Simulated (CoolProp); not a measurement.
Computed with CoolProp (reference Helmholtz-energy equation of state, Zhou 2016).

### Question
For R245ca, give the phase and the density (kg/m³), cp (kJ/(kg K)), Joule-Thomson coefficient (K/MPa), isothermal compressibility (1/MPa) at 362.9 K and 100 bar.

### Answer
- 362.9 K and 100 bar: liquid; density 1250, cp 1.46, Joule-Thomson coefficient -0.130, isothermal compressibility 0.00341
